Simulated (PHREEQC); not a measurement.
Model water analysis in mg/L, 25 °C, pH 2.54, pe 9.8: Na 51.2; K 0.0128; Ca 27.2; Mg 93.2; Cl 16.9; S(6) as SO4 796; Zn 3.67; Cu(2) 1.01.

Valence states are taken as typed.

Computed with PHREEQC (ion-association model, phreeqc.dat).

```
Item                          Result
--------------------  --------------
ionic strength        0.0215 mol/kgw
specific conductance      2260 µS/cm
total alkalinity        -4.33 meq/kg
charge-balance error          -5.3 %
```

| species | molality | activity | log γ |
|---|---|---|---|
| SO4-2 | 0.00579 | 0.00332 | -0.242 |
| H+ | 0.00325 | 0.00288 | -0.052 |
| Mg+2 | 0.00264 | 0.00155 | -0.232 |
| Na+ | 0.00219 | 0.00191 | -0.061 |
| MgSO4 | 0.00120 | 0.00120 | 0.002 |
| HSO4- | 0.00107 | 0.000930 | -0.062 |
| Ca+2 | 0.000504 | 0.000292 | -0.237 |
| Cl- | 0.000477 | 0.000412 | -0.063 |

This is a speciation only: nothing precipitates in the calculation. Complexes and solids missing from the database can't appear.
